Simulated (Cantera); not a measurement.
Charge: 1 mol Fe2O3, 0.64 mol Cl2, 0.54 mol H2, equilibrated at 0.850 bar.

Equilibrium computed with Cantera from the NASA thermochemical tables; the gas is ideal and each condensed phase is pure. Candidate condensed phases: Fe, FeCl2, FeCl3, FeO, Fe(OH)2, Fe(OH)3, Fe2O3, Fe3O4, H2O; 22 gas species. Condensed phases not in the tables: FeOCl. Equilibrium is a limit: real reactors are often held back by kinetics, nucleation or transport. All values below are at 773 K.

Base state: HCl 0.859, Cl2 0.0866, H2O 0.0380, Fe2Cl6 0.00941, FeCl3 0.00655 (mole fractions); condensed: Fe2O3(s).

### Question
What changes in the equilibrium state with this change: Fe2O3 replaced by CaO?

### Answer
| species | before | after |
|---|---|---|
| H2O | 0.0380 | 0.783 |
| O2 | 3.20e-6 | 0.217 |
| HCl | 0.859 | 4.70e-5 |
| Cl2 | 0.0866 | 3.28e-9 |
| Fe2Cl6 | 0.00941 | 0 |
| FeCl3 | 0.00655 | 0 |
| Fe2O3(s), mol | 0.985 | 0 |
| CaCl2(s), mol | 0 | 0.640 |
| Ca(OH)2(s), mol | 0 | 0.360 |
Condensed phases not in the tables: oxide chlorides. Further candidate phases: Ca, CaCl2, CaO, Ca(OH)2.
